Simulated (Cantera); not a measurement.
Charge: 1 mol Fe₂O₃, 0.1 mol O₂, 1.3 mol N₂, at 2400 Pa.

Cantera equilibrium calculation (NASA polynomials, part measured and part estimated; ideal gas, pure solids and liquids). Candidate condensed phases: Fe, FeO, Fe₂O₃, Fe₃O₄; 11 gas species. Equilibrium is a limit: real reactors are often held back by kinetics, nucleation or transport.

Task: Which condensed phases are stable at each of these points (T (°C)): 702, 777, 852, 927, 1002, 1077, 1152, 1227, 1302, 1377, 1452, 1527?

Result: 
```csv
T (°C),condensed phases,Fe condensed (%)
702,Fe₂O₃(s),100.0
777,Fe₂O₃(s),100.0
852,Fe₂O₃(s),100.0
927,Fe₂O₃(s),100.0
1002,Fe₂O₃(s),100.0
1077,Fe₂O₃(s),100.0
1152,Fe₂O₃(s),100.0
1227,Fe₃O₄(s),100.0
1302,Fe₃O₄(s),100.0
1377,Fe₃O₄(s),100.0
1452,Fe₃O₄(s),100.0
1527,Fe₃O₄(s),100.0
```

From 702 °C to 1152 °C the condensed part is Fe₂O₃(s). From 1227 °C to 1527 °C the condensed part is Fe₃O₄(s).
